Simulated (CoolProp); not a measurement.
A single-stage vapour-compression cycle with the fluid: evaporating at 283.15 K (dew point), condensing at 310.15 K (bubble point), superheat 5 K, subcooling 8 K, compressor efficiency 0.85, no pressure losses. The same conditions are run with several fluids, on thermodynamics alone (safety and materials aside).

Values from CoolProp's reference Helmholtz-energy equation of state of each fluid (propane: Lemmon 2009; R22: Kamei 1995; R1336mzz(E): Akasaka 2023; R407C: Lemmon 2003; R124: de Vries 1995; R142b: Lemmon 2006). Blends and air are pseudo-pure fits.

```
fluid        cooling COP  pressure ratio  discharge temperature (K)  refrigerating effect (kJ/kg)  volumetric capacity (kJ/m³)
-----------  -----------  --------------  -------------------------  ----------------------------  ---------------------------
propane             8.12      (withheld)                      320.5                    (withheld)                   (withheld)
R22                 8.10            2.09                      330.6                           177                         4960
R1336mzz(E)         8.38            2.62                      311.5                    (withheld)                         1060
R407C               6.55      (withheld)                      332.3                           176                         4690
R124                8.37            2.33                      316.3                           137                   (withheld)
R142b         (withheld)            2.32                      320.2                           192                         1780
```

### Question
What belongs in the gaps?

### Answer

- propane, pressure ratio: 2.01
- propane, refrigerating effect (kJ/kg): 319
- propane, volumetric capacity (kJ/m³): 4280
- R1336mzz(E), refrigerating effect (kJ/kg): 133
- R407C, pressure ratio: 2.52
- R124, volumetric capacity (kJ/m³): 1970
- R142b, cooling COP: 8.44
